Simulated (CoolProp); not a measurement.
Computed with CoolProp (reference Helmholtz-energy equation of state, Lemmon 2006). It is a short technical equation, of lower accuracy than the large ones.

Q: Give the vapour pressure (kPa), liquid density (kg/m³), vapour density (kg/m³), liquid cp (kJ/(kg K)) of saturated acetone at 96.35 °C.

A: 
| T (°C) | p (kPa) | liquid density (kg/m³) | vapour density (kg/m³) | liquid cp (kJ/(kg K)) |
|---|---|---|---|---|
| 96.35 | 339 | 699 | 7.17 | 2.37 |
